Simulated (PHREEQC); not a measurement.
Consider water at 25 °C with 0.00073 mol NH3, 0.0091 mol Na2SiO3 and 0.28 mol (CH3)4NCl per kg of water. Closed to the air; pH follows from the charge balance.

Equilibrium calculation in PHREEQC: ion-association model, wateq4f.dat.

No solid was allowed to form.

Q: Order these Si species by the share of Si that they hold, largest first: H4SiO4, H2SiO4-2, H3SiO4-.

A: H3SiO4- (90 %), H2SiO4-2 (8.9 %), H4SiO4 (0.69 %)

The pH is 11.76 and the ionic strength 0.299 mol/kgw. (CH3)4N+ isn't in the database: it is added as a free cation with an ion size of 4 Å.
